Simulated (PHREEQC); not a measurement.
Dissolve 0.24 mmol/kgw H2S and 3.8 mmol/kgw ZnCl2 at 55 °C. Closed to the air; pH follows from the charge balance.

Equilibrium calculation in PHREEQC: ion-association model, phreeqc.dat.

Each row changes one thing in this solution. Precipitation was switched off in this run.

```json
[
 {"case": "as made", "pH": "3.68", "ionic strength (mol/kgw)": "0.0110"},
 {"case": "ZnCl2 left out", "pH": "5.14", "ionic strength (mol/kgw)": "7.23e-6"},
 {"case": "H2S from 0.00024 to 2.4e-05 mol/kgw", "pH": "4.65", "ionic strength (mol/kgw)": "0.0111"},
 {"case": "diluted 2-fold with water", "pH": "3.97", "ionic strength (mol/kgw)": "0.00555"},
 {"case": "H2S left out", "pH": "?", "ionic strength (mol/kgw)": "0.0111"},
 {"case": "H2S replaced by NaHS at the same molality", "pH": "?", "ionic strength (mol/kgw)": "0.0110"}
]
```

Question: What belongs in the gaps?

Answer: 
- H2S left out, pH: 5.34
- H2S replaced by NaHS at the same molality, pH: 5.35

Species that the database lacks are ignored. Some of these states are supersaturated (in Sphalerite (slow to form), for instance). At this temperature some constants are extrapolated from 25 °C, and those without enthalpy data are left unchanged.
